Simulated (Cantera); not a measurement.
An adiabatic, constant-pressure homogeneous reactor starts with CO : H₂ : O₂ : N₂ : H₂O = 1 : 0.16 : 0.322 : 1.21 : 0.67 (molar parts), equivalence ratio 1.8, at 1173 K and 14.0 bar.

Computed with Cantera and GRI-Mech 3.0 (53 species, 325 reactions). The hydrogen kinetics of GRI-Mech 3.0 are dated; newer H2 mechanisms differ, most at raised pressure. The pressure lies above the range GRI-Mech 3.0 was tuned for (to about 10 atm).

x: mole fraction; the columns are a selection and need not sum to one.

| t (s) | T (K) | x CO | x H₂ | x O₂ | x NO₂ | x N₂O | x O | x CO₂ |
|---|---|---|---|---|---|---|---|---|
| 2.00e-6 | 1173 | 0.297 | 0.0476 | 0.0958 | <1e-12 | <1e-12 | 3.87e-9 | 5.95e-8 |
| 5.70e-6 | 1173 | 0.297 | 0.0476 | 0.0958 | <1e-12 | <1e-12 | 4.62e-9 | 3.20e-7 |
| 1.62e-5 | 1173 | 0.297 | 0.0476 | 0.0958 | <1e-12 | 2.02e-12 | ? | ? |
| 4.62e-5 | 1173 | 0.297 | 0.0476 | 0.0958 | <1e-12 | 1.47e-11 | 2.84e-8 | 2.97e-5 |
| 0.000132 | 1185 | 0.297 | 0.0471 | 0.0949 | <1e-12 | 4.75e-10 | 4.99e-7 | 0.00112 |
| 0.000375 | 2504 | 0.141 | 0.0293 | 0.000180 | ? | 6.09e-8 | 5.32e-5 | 0.187 |
| 0.00107 | 2503 | 0.141 | 0.0293 | 0.000179 | 1.21e-8 | 6.12e-8 | 5.28e-5 | 0.187 |
| 0.00304 | 2502 | 0.141 | 0.0294 | 0.000176 | 2.98e-8 | 6.43e-8 | 5.21e-5 | 0.187 |
| 0.00866 | 2501 | 0.141 | 0.0294 | 0.000173 | 4.39e-8 | 6.90e-8 | 5.15e-5 | 0.187 |
| 0.0247 | 2501 | 0.141 | 0.0294 | 0.000173 | 4.49e-8 | 6.94e-8 | 5.14e-5 | 0.187 |
| 0.0702 | 2501 | 0.141 | 0.0294 | 0.000173 | 4.49e-8 | 6.94e-8 | 5.14e-5 | 0.187 |
| 0.200 | 2501 | 0.141 | 0.0294 | 0.000173 | 4.49e-8 | 6.94e-8 | 5.14e-5 | 0.187 |

Task: Some entries are withheld; supply them.

Result: 
- 1.62e-5, x O: 7.54e-9
- 1.62e-5, x CO₂: 2.39e-6
- 0.000375, x NO₂: 3.79e-9
